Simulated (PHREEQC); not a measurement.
Solution (25 °C): 0.0018 mol Ba(OH)2 per kg of water. Closed to the air; pH follows from the charge balance.

Computed with PHREEQC (ion-association model, phreeqc.dat).

This is a speciation only: nothing precipitates in the calculation.

**Question.** What pH, specific conductance does the model give?

**Answer.** pH 11.52; specific conductance 876 µS/cm.
